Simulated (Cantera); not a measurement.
Feed: 1 mol CHF3, 1.6 mol H2, equilibrated at 750 Torr.

These are equilibrium values from Cantera (NASA tables, ideal gas, pure condensed phases), not measurements of a reactor. Candidate condensed phases: C, C6H6, C7H8, C8H18; 110 gas species. Ions and electrons are included (thermal ionisation). The numbers say what is thermodynamically allowed, not how fast it happens.

Q: What share of the C ends up in condensed phases as a function of T (°C), at 2227, 2727, 3227, 3727, 4227, 4727?

A: 
```json
[
 {"T (°C)": "2227", "C condensed (%)": "98.7", "as": "C(graphite)"},
 {"T (°C)": "2727", "C condensed (%)": "92.8", "as": "C(graphite)"},
 {"T (°C)": "3227", "C condensed (%)": "30.0", "as": "C(graphite)"},
 {"T (°C)": "3727", "C condensed (%)": "0.0", "as": "-"},
 {"T (°C)": "4227", "C condensed (%)": "0.0", "as": "-"},
 {"T (°C)": "4727", "C condensed (%)": "0.0", "as": "-"}
]
```
